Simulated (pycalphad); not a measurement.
Computed with pycalphad from the COST 507 light-alloy database (1999), at 1 atm. No gas phase is included, though pure Al would boil below 2577 °C. The database dates from 1999; later assessments differ in places, in temperatures and in the compounds included. Not assessed as a whole: an extrapolation from subsystems, which can miss ternary compounds. Kinetics are ignored, which matters at the lower temperatures.

Ti-7.33Al-4.07C (at.%): equilibrium cooling sequence

```csv
T (°C),phases above,phases below
1868.1,LIQUID,FCC_A1 + LIQUID
1684.1,FCC_A1 + LIQUID,BCC_A2 + FCC_A1 + LIQUID
1677.8,BCC_A2 + FCC_A1 + LIQUID,BCC_A2 + FCC_A1
990.9,BCC_A2 + FCC_A1,BCC_A2 + FCC_A1 + HCP_A3
968.9,BCC_A2 + FCC_A1 + HCP_A3,FCC_A1 + HCP_A3
```

Changes were sought between steps of 100 K, so a narrower field can be missed.

FCC_A1 is fcc; BCC_A2 is bcc; HCP_A3 is hcp. The fcc model also describes the rock-salt carbide or nitride (TiC, TiN, HfC).
